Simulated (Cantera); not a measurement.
Mixture: CH4 : O2 : N2 = 1 : 1.67 : 6.27 (molar parts), equivalence ratio 1.2, at 840000 Pa, adiabatic and at constant volume. Ignition delay is the time to a rise of 400 K.

Model: GRI-Mech 3.0 (53 species, 325 reactions), integrated in Cantera.

### Question
Predict: delay at 1075 K; delay at 1275 K; delay at 1475 K; delay at 1675 K; delay at 1875 K; apparent activation energy between 1675 and 1875 K.

### Answer
| Item | Result |
|---|---|
| delay at 1075 K | 32.3 ms |
| delay at 1275 K | 2.40 ms |
| delay at 1475 K | 0.278 ms |
| delay at 1675 K | 45.1 µs |
| delay at 1875 K | 10.6 µs |
| apparent activation energy between 1675 and 1875 K | 190 kJ/mol |
